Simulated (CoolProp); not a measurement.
Toluene at 298.15 K and 1.55 MPa is throttled through a valve to 0.619 MPa with no heat exchange. Each further row changes one setting.

Model: reference Helmholtz-energy equation of state, Lemmon 2006, in CoolProp. It is a short technical equation, of lower accuracy than the large ones.

```csv
case,temperature change (K)
as stated,+0.4
outlet pressure 0.186 MPa,+0.6
outlet pressure 0.805 MPa,+0.3
```
